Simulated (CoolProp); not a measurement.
Vapour-liquid equilibrium of hydrogen sulfide (1) + n-hexane (2) at 288 kPa; x and y are mole fractions of (1).

Model: multi-fluid Helmholtz-energy mixture model, Lemmon 2006 and Thol 2019; pair parameters Kunz 2012, in CoolProp.

### Question
Give the bubble temperature and the first vapour's composition at x = 0.35, 0.8, 0.95. Is there an azeotrope?

### Answer
x = 0.35: -24.6 °C, y = 0.996; x = 0.8: -33.0 °C, y = 0.998; x = 0.95: -36.0 °C, y = 0.999. No azeotrope shows between x = 0.05 and 0.95.

The pair parameters rest on a limited set of measurements; away from them the model extrapolates. The gap from Raoult's law changes sign with composition, which may be real or a fault of the pair parameters; it wasn't checked against measurements. With so large a gap from Raoult's law the liquid may split in two, which this calculation doesn't test in full.
